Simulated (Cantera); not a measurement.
Feed: 1 mol TEOS, 5.8 mol N2O, 59 mol N2, equilibrated at 1000 Pa.

Method: chemical equilibrium by Gibbs-energy minimisation in Cantera with the NASA 1993 tables (ideal gas, pure condensed phases). Candidate condensed phases: C, C6H6, C7H8, C8H18, H2O, Si, SiC, SiO2, Si2N2O, Si3N4; 151 gas species. The feed counts by its element totals alone. Mutual solubility and eutectic melting of coexisting phases are not modelled. The tables hold silica as quartz up to 1696 K and as liquid above; real silica turns to tridymite and cristobalite and melts near 1996 K. Equilibrium is a limit: real reactors are often held back by kinetics, nucleation or transport.

Which condensed phases are stable at each of these points (T (K)): 1423, 1498, 1573, 1648, 1723, 1798, 1873?


| T (K) | condensed phases | Si condensed (%) |
|---|---|---|
| 1423 | SiO2(β-quartz) + Si2N2O(s) | 99.0 |
| 1498 | SiO2(β-quartz) + Si2N2O(s) | 91.2 |
| 1573 | SiO2(β-quartz) | 79.4 |
| 1648 | SiO2(β-quartz) | 76.4 |
| 1723 | SiO2(condensed) | 66.4 |
| 1798 | SiO2(condensed) | 43.5 |
| 1873 | gas only | 0.0 |

From 1423 K to 1498 K the condensed part is SiO2(β-quartz) + Si2N2O(s). From 1573 K to 1648 K the condensed part is SiO2(β-quartz). From 1723 K to 1798 K the condensed part is SiO2(condensed). At 1873 K nothing is condensed.
